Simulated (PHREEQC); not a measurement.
Solution (20 °C): 7.3 mmol/kgw NaNO3. Closed to the air; pH follows from the charge balance.

Equilibrium calculation in PHREEQC: ion-association model, wateq4f.dat.

Each row changes one thing in this solution. This is a speciation only: nothing precipitates in the calculation.

| case | pH | ionic strength (mol/kgw) |
|---|---|---|
| as made | 7.08 | 0.00730 |
| NaNO3 from 0.0073 to 0.00365 mol/kgw | 7.08 | 0.00365 |
| diluted 100-fold with water | 7.08 | 7.31e-5 |
| temperature from 20 to 15 °C | 7.17 | 0.00730 |
| NaNO3 replaced by Na2SiO3 at the same molality | 11.96 | 0.0150 |
| NaNO3 from 0.0073 to 0.00803 mol/kgw | 7.08 | 0.00803 |

Species that the database lacks are ignored.
